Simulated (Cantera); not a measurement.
## MgCl₂ + O₂ + H₂ (halide evaporation, hydrolysis and transport)

A closed system holds: 1 mol MgCl₂, 0.12 mol O₂, 0.43 mol H₂, equilibrated at 850 °C and 10.0 mbar.

Cantera equilibrium calculation (NASA polynomials, part measured and part estimated; ideal gas, pure solids and liquids). Candidate condensed phases: H₂O, Mg, MgCl₂, MgO, Mg(OH)₂; 22 gas species. Mutual solubility and eutectic melting of coexisting phases are not modelled. Rates play no part.

```
Quantity                               Value
--------------------------------  ----------
x(HCl)                                 0.548
x(MgCl₂)                               0.235
x(H₂)                                  0.217
x(H₂O)                              0.000160
n(MgCl₂(l))                        0.555 mol
n(MgO(s))                          0.240 mol
gas amount                        0.8754 mol
log10 activity of Mg(l) (absent)      -10.50
```
